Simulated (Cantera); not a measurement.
A closed system holds: 1 mol CF4, 2.2 mol H2, held at 41.0 Pa.

Equilibrium computed with Cantera from the NASA thermochemical tables; the gas is ideal and each condensed phase is pure. Candidate condensed phases: C, C6H6, C7H8, C8H18; 110 gas species. Ions and electrons are included (thermal ionisation). Kinetics and transport are ignored.

Question: Which condensed phases are stable at each of these points (T (K)): 2000, 2500, 3000, 3500, 4000, 4500, 5000?

Answer: 
| T (K) | condensed phases | C condensed (%) |
|---|---|---|
| 2000 | C(graphite) | 100.0 |
| 2500 | C(graphite) | 97.5 |
| 3000 | gas only | 0.0 |
| 3500 | gas only | 0.0 |
| 4000 | gas only | 0.0 |
| 4500 | gas only | 0.0 |
| 5000 | gas only | 0.0 |

From 2000 K to 2500 K the condensed part is C(graphite). From 3000 K to 5000 K nothing is condensed.
